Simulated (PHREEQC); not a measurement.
A solution holds 0.26 mol HF, 0.0069 mol H2SiF6, 9.1e-05 mol H3BO3 and 0.031 mol HNO3 per kg of water, at 15 °C. Closed to the air; pH follows from the charge balance.

Equilibrium calculation in PHREEQC: ion-association model, phreeqc.dat.

Each row changes one thing in this solution. This is a speciation only: nothing precipitates in the calculation.

| case | pH | ionic strength (mol/kgw) | HF (mol/kgw) | F- (mol/kgw) | HF2- (mol/kgw) | BF3OH- (mol/kgw) | SI of Quartz (SiO2) |
|---|---|---|---|---|---|---|---|
| as made | 1.33 | 0.0617 | 0.245 | 0.00533 | 0.00457 | 1.11e-7 | -9.42 |
| diluted 10-fold with water | 2.16 | 0.00826 | 0.0227 | 0.00285 | 0.000227 | 1.20e-7 | -5.63 |
| diluted 100-fold with water | 2.86 | 0.00149 | 0.00163 | 0.000987 | 5.65e-6 | 4.88e-8 | -1.14 |
| HF from 0.26 to 0.52 mol/kgw | 1.24 | 0.0751 | 0.482 | 0.00867 | 0.0146 | 5.59e-8 | -11.04 |
| HNO3 from 0.031 to 0.0062 mol/kgw | ? | 0.0413 | 0.239 | 0.00780 | 0.00653 | 1.14e-7 | -9.68 |
| H2SiF6 from 0.0069 to 0.069 mol/kgw | 0.86 | ? | 0.254 | 0.00223 | ? | 1.02e-7 | -7.87 |
| HNO3 from 0.031 to 0.0279 mol/kgw | 1.35 | 0.0590 | 0.245 | 0.00555 | 0.00476 | 1.11e-7 | -9.45 |
| diluted 5-fold with water | 1.93 | 0.0145 | 0.0472 | 0.00358 | 0.000593 | 1.16e-7 | -6.83 |

### Question
Some entries are withheld; supply them.

### Answer

- HNO3 from 0.031 to 0.0062 mol/kgw, pH: 1.53
- H2SiF6 from 0.0069 to 0.069 mol/kgw, ionic strength (mol/kgw): 0.242
- H2SiF6 from 0.0069 to 0.069 mol/kgw, HF2- (mol/kgw): 0.00196

SiF6-2 is the database's only silicon fluoride. Real BF4- forms and hydrolyses slowly; the run takes it at equilibrium.
